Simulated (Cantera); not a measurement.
A Cantera script and what it prints.

```python
import numpy as np
import cantera as ct

gas_names = """
    CL CL2 H HCL H2 N NH NH2 NH3 N2 N2H2 N2H4 Si SiCL SiCL2 SiCL3 SiCL4 SiH SiHCL3 SiH2 SiH2CL2 SiH3
    SiH3CL SiH4 SiN Si2 Si2N Si3
""".split()
cond_names = """
    NH4CL(a) NH4CL(b) Si(cr) Si(L) Si3N4(a)
""".split()


# ... load() reads the species with a 1 bar reference pressure and builds the phases ...
atoms = {
    'SiH2Cl2': {'Si': 1, 'H': 2, 'CL': 2},
    'N2': {'N': 2},
}
top_T = {'Si3N4(a)': 2400}  # K; cautious upper limits of use, not melting points


# ... equilibrate(T, P, feed) seeds the gas with the atoms and calls Mixture.equilibrate('TP', solver="vcs", rtol=1e-11, max_steps=5000) ...
results = []
feed = {'SiH2Cl2': 1, 'N2': 40}  # mol
P = 100000  # Pa
for T in [823, 973, 1123, 1273, 1423, 1573, 1723, 1873]:
    mix = equilibrate(T, P, feed)
    results.append((T, P, feed, dict(zip(mix.species_names, mix.species_moles))))

top = {s: max(r[3][s] / sum(r[3][g] for g in gas_names) for r in results) for s in gas_names}
cols = sorted((s for s in top if top[s] > 1e-05), key=lambda s: -top[s])[:7]
seen = [c for c in cond_names if any(r[3].get(c, 0) > 1e-12 for r in results)]
print("log10 of partial pressures in bar; condensed amounts in mol")
print(f"{'T/K':>10s}" + "".join(f"{s[:9]:>10s}" for s in cols + seen))
for T, P, feed, n in results:
    ng = sum(n[g] for g in gas_names)
    print(f"{T:10.4g}" + "".join(f"{np.log10(max(n[s] / ng * P / 1e5, 1e-99)):10.3f}" for s in cols)
          + "".join(f"{n.get(c, 0):10.4g}" for c in seen))
```

Output:

```
log10 of partial pressures in bar; condensed amounts in mol
       T/K        N2       HCL        H2     SiCL2     SiCL4     SiCL3        CL  Si3N4(a)
       823    -0.019    -1.545    -2.001   -11.024    -2.302    -7.639   -11.670    0.2647
       973    -0.020    -1.507    -2.062    -8.284    -2.364    -6.053    -9.468    0.2737
      1123    -0.020    -1.483    -2.109    -6.290    -2.412    -4.898    -7.851    0.2796
      1273    -0.020    -1.468    -2.144    -4.779    -2.456    -4.026    -6.614    0.2833
      1423    -0.020    -1.461    -2.162    -3.612    -2.527    -3.368    -5.644    0.2825
      1573    -0.020    -1.472    -2.139    -2.748    -2.729    -2.948    -4.893    0.2667
      1723    -0.021    -1.528    -2.035    -2.218    -3.252    -2.872    -4.360    0.2228
      1873    -0.021    -1.641    -1.902    -1.956    -4.046    -3.076    -4.000    0.1666
```

Method: chemical equilibrium by Gibbs-energy minimisation in Cantera with the NASA 1993 tables (ideal gas, pure condensed phases). N2 is the only nitrogen source here; it is nearly inert below about 1500 K, so the nitride shown seldom forms there in practice. The tables' values for SiCl3 are old estimates; treat these amounts as uncertain.
